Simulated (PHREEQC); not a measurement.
Consider water at 25 °C with 10 mmol/kgw HF, 120 mmol/kgw NH4HF2, 0.69 mmol/kgw H2SiF6 and 0.89 mmol/kgw H2SO4. Closed to the air; pH follows from the charge balance.

Computed with PHREEQC (ion-association model, wateq4f.dat).

Each row changes one thing in this solution. No solid was allowed to form.

| case | pH | ionic strength (mol/kgw) | F- (mol/kgw) | HF (mol/kgw) | HF2- (mol/kgw) | H2F2 (mol/kgw) | SI of Quartz (SiO2) |
|---|---|---|---|---|---|---|---|
| as made | 3.12 | 0.122 | 0.0909 | 0.0751 | 0.0269 | 0.0151 | -10.33 |
| H2SO4 replaced by Li2SO4 at the same molality | 3.13 | 0.124 | 0.0925 | 0.0740 | 0.0270 | 0.0147 | -10.32 |
| H2SiF6 from 0.00069 to 0.0069 mol/kgw | 3.02 | 0.128 | 0.0797 | 0.0822 | 0.0259 | 0.0181 | -9.38 |
| diluted 5-fold with water | 3.12 | 0.0251 | 0.0224 | 0.0215 | 0.00186 | 0.00121 | -7.52 |

wateq4f.dat counts part of the HF as a dimer, H2F2, which phreeqc.dat doesn't know; its constant is uncertain. SiF6-2 is the database's only silicon fluoride.
